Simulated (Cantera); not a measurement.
Source: NASA polynomial tables (part measured, part estimated), evaluated in Cantera. Values are per mole of reaction as written; species without (g) are pure solids or liquids, kept so even where they would boil at 1 bar.

**Question.** Between 300 and 2973 K, where is each reaction favourable under standard conditions?
- 2 Si + 3 SiH3Cl(g) → SiHCl3(g) + 4 SiH2(g)
- 4 CH3(g) + 2 Si → Si2C(g) + 3 CH4(g)

**Answer.** 
- 2 Si + 3 SiH3Cl(g) → SiHCl3(g) + 4 SiH2(g): ΔG° is 804 kJ at 300 K and -93 kJ at 2973 K; it changes sign between 300 and 2673 K. ΔH° is 780 kJ and ΔS° 294 J/K at 2973 K.
- 4 CH3(g) + 2 Si → Si2C(g) + 3 CH4(g): ΔG° is -272 kJ at 300 K and -80 kJ at 2973 K; it stays negative (K > 1). ΔH° is -368 kJ and ΔS° -97 J/K at 2973 K.
